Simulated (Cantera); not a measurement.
A freely propagating, adiabatic, planar premixed flame of CO : H2 : CH4 : O2 : N2 : CO2 = 1 : 0.64 : 0.11 : 1.04 : 3.91 : 0.17 (molar parts), equivalence ratio 1.0, unburnt at 625 K and 16000 Pa; mixture-averaged transport, grid criteria slope 0.08 and curve 0.16, no radiation.

Model: GRI-Mech 3.0 (53 species, 325 reactions), integrated in Cantera. Burning velocities carry a grid error of a few per cent, more on coarse grids.

**Question.** Predict: laminar burning velocity; thermal thickness; peak x(HCO); peak x(C2H2); peak x(H2O2).

**Answer.** 
```json
{
 "laminar_burning_velocity": "355 cm/s",
 "thermal_thickness": "3.58 mm",
 "peak x(HCO)": "1.33e-5",
 "peak x(C2H2)": "2.75e-7",
 "peak x(H2O2)": "1.36e-6"
}
```
